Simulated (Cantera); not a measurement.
A perfectly stirred reactor is fed with C3H8 : H2 = 3.1 : 13 (molar parts), at 0.750 Torr; it is held at 1975 K, and followed from long to short residence time.

Computed with Cantera and GRI-Mech 3.0 (53 species, 325 reactions). GRI-Mech 3.0 was tuned for natural gas; its chemistry of propane as a main component is partial and can be far from experiment. GRI-Mech 3.0 stops at C3 and has no aromatics, soot or wall deposition, so with more carbon than oxygen in the feed, carbon stays in small species such as C2H2 where larger ones or solid carbon would form. Radical loss at walls, strong at low pressure, is not modelled.

x: mole fraction; the columns are a selection and need not sum to one.

```json
[
 {"τ (s)": "16", "x C3H8": "1.65e-6", "x H2": "0.804", "x CH2": "1.34e-5", "x C2H2": "0.180", "x H": "0.0101", "x CH3": "0.00102"},
 {"τ (s)": "3.1", "x C3H8": "1.02e-5", "x H2": "0.799", "x CH2": "2.09e-5", "x C2H2": "0.177", "x H": "0.00772", "x CH3": "0.00257"},
 {"τ (s)": "0.59", "x C3H8": "5.62e-5", "x H2": "0.784", "x CH2": "3.44e-5", "x C2H2": "0.169", "x H": "0.00732", "x CH3": "0.00612"},
 {"τ (s)": "0.11", "x C3H8": "?", "x H2": "0.755", "x CH2": "?", "x C2H2": "?", "x H": "0.00781", "x CH3": "?"},
 {"τ (s)": "0.021", "x C3H8": "0.00154", "x H2": "0.715", "x CH2": "8.98e-5", "x C2H2": "0.121", "x H": "0.00864", "x CH3": "0.0283"},
 {"τ (s)": "0.0041", "x C3H8": "0.00782", "x H2": "0.679", "x CH2": "0.000136", "x C2H2": "0.0714", "x H": "0.00910", "x CH3": "0.0509"},
 {"τ (s)": "0.00077", "x C3H8": "?", "x H2": "0.690", "x CH2": "?", "x C2H2": "?", "x H": "?", "x CH3": "?"}
]
```

**Question.** Fill in the missing entries.

**Answer.** 
- 0.11, x C3H8: 0.000299
- 0.11, x CH2: 5.65e-5
- 0.11, x C2H2: 0.152
- 0.11, x CH3: 0.0139
- 0.00077, x C3H8: 0.0418
- 0.00077, x CH2: 0.000164
- 0.00077, x C2H2: 0.0148
- 0.00077, x H: 0.00700
- 0.00077, x CH3: 0.0733
